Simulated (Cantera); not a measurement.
An adiabatic, constant-volume homogeneous reactor starts with CH4 : H2 : O2 : N2 = 1 : 0.49 : 1.5 : 5.63 (molar parts), equivalence ratio 1.5, at 1100 K and 5.00 bar. Integrator tolerance rtol = 1e-08.

Cantera simulation using GRI-Mech 3.0 (53 species, 325 reactions); the numbers are that mechanism's predictions, not measurements.

```
quantity                                                              before                                      after
---------------------------------  -----------------------------------------  -----------------------------------------
time of steepest temperature rise                                    1.82 ms                                    2.06 ms
temperature at 0.300 s                                                2866 K                                     2552 K
equilibrium temperature                                               2866 K                                     2552 K
x(CH4) at 0.300 s                  3.95e-11 (gas-phase equilibrium 4.51e-11)  1.52e-11 (gas-phase equilibrium 1.73e-11)
x(H2) at 0.300 s                       0.0807 (gas-phase equilibrium 0.0807)      0.0820 (gas-phase equilibrium 0.0820)
x(O2) at 0.300 s                   0.000294 (gas-phase equilibrium 0.000294)    6.12e-5 (gas-phase equilibrium 6.12e-5)
x(C2H) at 0.300 s                      <1e-12 (gas-phase equilibrium <1e-12)      <1e-12 (gas-phase equilibrium <1e-12)
x(CH2CO) at 0.300 s                    <1e-12 (gas-phase equilibrium <1e-12)      <1e-12 (gas-phase equilibrium <1e-12)
```

### Question
What was changed between the two runs?
A) constant pressure in place of constant volume
B) pressure from 5.00 bar to 10.0 bar
C) initial temperature 1100 to 1475 K
D) N2 5.63 to 12 parts

### Answer
A, constant pressure in place of constant volume
